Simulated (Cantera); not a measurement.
An adiabatic, constant-pressure homogeneous reactor starts with CH₄ : O₂ : N₂ = 1 : 2.67 : 10 (molar parts), equivalence ratio 0.75, at 1175 K and 7500 Torr.

Cantera simulation using GRI-Mech 3.0 (53 species, 325 reactions); the numbers are that mechanism's predictions, not measurements.

x: mole fraction; the columns are a selection and need not sum to one.

| t (s) | T (K) | x CH₄ | x O₂ | x CH₂O | x C₂H₄ | x C₂H | x HCN | x O |
|---|---|---|---|---|---|---|---|---|
| 1.00e-6 | 1175 | 0.0732 | 0.195 | 1.85e-11 | <1e-12 | <1e-12 | <1e-12 | 1.20e-12 |
| 3.48e-6 | 1175 | 0.0732 | 0.195 | 2.28e-10 | <1e-12 | <1e-12 | <1e-12 | 3.60e-12 |
| 1.21e-5 | 1175 | 0.0732 | 0.195 | ? | <1e-12 | <1e-12 | <1e-12 | 1.24e-11 |
| 4.21e-5 | 1175 | 0.0732 | 0.195 | ? | 7.76e-12 | <1e-12 | <1e-12 | 4.90e-11 |
| 0.000146 | 1175 | 0.0732 | 0.195 | ? | 6.31e-10 | <1e-12 | <1e-12 | 2.70e-10 |
| 0.000509 | 1175 | 0.0731 | 0.195 | ? | 5.24e-8 | <1e-12 | <1e-12 | 1.18e-9 |
| 0.00177 | 1176 | 0.0730 | 0.195 | ? | 9.71e-7 | <1e-12 | <1e-12 | 2.58e-9 |
| 0.00615 | 2563 | <1e-12 | 0.0484 | 3.24e-11 | <1e-12 | <1e-12 | 2.13e-11 | 0.00137 |
| 0.0214 | 2548 | <1e-12 | 0.0440 | 3.08e-11 | <1e-12 | <1e-12 | 3.87e-11 | 0.00122 |
| 0.0744 | 2548 | <1e-12 | 0.0440 | 3.08e-11 | <1e-12 | <1e-12 | 3.87e-11 | 0.00122 |
| 0.259 | 2548 | <1e-12 | 0.0440 | 3.08e-11 | <1e-12 | <1e-12 | 3.87e-11 | 0.00122 |
| 0.900 | 2548 | <1e-12 | 0.0440 | 3.08e-11 | <1e-12 | <1e-12 | 3.87e-11 | 0.00122 |

Task: What belongs in the gaps?

Result: 
- 1.21e-5, x CH₂O: 2.86e-9
- 4.21e-5, x CH₂O: 3.85e-8
- 0.000146, x CH₂O: 6.76e-7
- 0.000509, x CH₂O: 1.31e-5
- 0.00177, x CH₂O: 0.000109
